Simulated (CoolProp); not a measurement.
The numbers come from the reference Helmholtz-energy equation of state, McLinden 2015 in CoolProp.

**Question.** For the fluoroketone C6F12O (FK-5-1-12), give the phase and the Z, isothermal compressibility (1/MPa), fugacity coefficient at 452.3 K and 2.34 MPa.

**Answer.** 
- 452.3 K and 2.34 MPa: supercritical; Z 0.275, isothermal compressibility 1.18, fugacity coefficient 0.609
